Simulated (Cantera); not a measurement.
**Equilibrium for nitride etching: Si₃N₄ + H₂O + H₂**

Charge: 1 mol Si₃N₄, 0.14 mol H₂O, 1 mol H₂, equilibrated at 1450 K.

Cantera equilibrium calculation (NASA polynomials, part measured and part estimated; ideal gas, pure solids and liquids). Candidate condensed phases: H₂O, Si, SiO₂, Si₂N₂O, Si₃N₄; 35 gas species. Mutual solubility and eutectic melting of coexisting phases are not modelled. Kinetics and transport are ignored.

| P (Pa) | x H₂ | x N₂ | x SiO | x H | x Si | x NH₃ | x SiH | x Si₂N | n Si(s) | n Si₂N₂O(s) | n Si₃N₄(s) |
|---|---|---|---|---|---|---|---|---|---|---|---|
| 1 | 0.346 | 0.609 | 0.0426 | 0.00176 | 0.000308 | 1.15e-10 | 2.27e-6 | 1.72e-6 | 2.86 | 0 | 0 |
| 3.60 | 0.517 | 0.475 | 0.00683 | 0.00113 | 8.55e-5 | 6.67e-10 | 1.46e-6 | 7.99e-7 | 1.49 | 0.125 | 0.414 |
| 13 | 0.866 | 0.132 | 0.00189 | 0.000772 | 2.37e-5 | 2.75e-9 | 9.97e-7 | 2.21e-7 | 0.189 | 0.138 | 0.845 |
| 46 | 0.960 | 0.0395 | 0.000524 | 0.000432 | 6.43e-6 | 6.22e-9 | 5.37e-7 | 5.96e-8 | 0 | 0.139 | 0.907 |
| 170 | 0.960 | 0.0393 | 9.18e-5 | 0.000225 | 7.29e-7 | 2.30e-8 | 1.17e-7 | 5.44e-9 | 0 | 0.140 | 0.907 |
| 600 | 0.961 | 0.0393 | 1.71e-5 | 0.000120 | 8.92e-8 | 8.11e-8 | 2.69e-8 | 5.39e-10 | 0 | 0.140 | 0.907 |
| 2200 | 0.961 | 0.0393 | 3.02e-6 | 6.25e-5 | 1.02e-8 | 2.97e-7 | 5.91e-9 | 4.98e-11 | 0 | 0.140 | 0.907 |
| 7700 | 0.961 | 0.0393 | 5.69e-7 | 3.34e-5 | 1.27e-9 | 1.04e-6 | 1.37e-9 | 5.01e-12 | 0 | 0.140 | 0.907 |
| 28000 | 0.961 | 0.0393 | 1.02e-7 | 1.75e-5 | 1.47e-10 | 3.78e-6 | 3.04e-10 | <1e-12 | 0 | 0.140 | 0.907 |
| 100000 | 0.961 | 0.0393 | 1.86e-8 | 9.27e-6 | 1.77e-11 | 1.35e-5 | 6.88e-11 | <1e-12 | 0 | 0.140 | 0.907 |
x: gas mole fraction; n: condensed amount in mol.

At 1.00 Pa the condensed part is Si(s). From 3.60 Pa to 13.0 Pa the condensed part is Si(s) + Si₂N₂O(s) + Si₃N₄(s). From 46.0 Pa to 1.00 bar the condensed part is Si₂N₂O(s) + Si₃N₄(s). The main Si-bearing gas is SiO throughout.
